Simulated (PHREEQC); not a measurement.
# Polishing slurry liquid: speciation

A solution holds 0.21 mol/kgw H2SO4, 0.00037 mol/kgw KNO3 and 0.0058 mol/kgw KH2PO4, at 25 °C. It is in equilibrium with CO2 at log p = -3.5 (atm). Otherwise closed; pH follows from the charge balance.

Computed with PHREEQC (ion-association model, phreeqc.dat).

```yaml
pH: 0.74
ionic_strength: 0.268 mol/kgw
activity_of_water: 0.992
specific_conductance: 72500 µS/cm
density: 1.010 g/cm³
total_alkalinity: -420 meq/kg
```

```json
[
 {"species": "H+", "molality": "0.233", "activity": "0.183", "log γ": "-0.104"},
 {"species": "HSO4-", "molality": "0.181", "activity": "0.133", "log γ": "-0.133"},
 {"species": "SO4-2", "molality": "0.0285", "activity": "0.00748", "log γ": "-0.581"},
 {"species": "K+", "molality": "0.00588", "activity": "0.00405", "log γ": "-0.161"},
 {"species": "H3PO4", "molality": "0.00550", "activity": "0.00585", "log γ": "0.027"},
 {"species": "NO3-", "molality": "0.000370", "activity": "0.000247", "log γ": "-0.175"},
 {"species": "H2PO4-", "molality": "0.000297", "activity": "0.000217", "log γ": "-0.138"},
 {"species": "KSO4-", "molality": "0.000292", "activity": "0.000213", "log γ": "-0.138"}
]
```

No solid was allowed to form. Complexes and solids missing from the database can't appear.
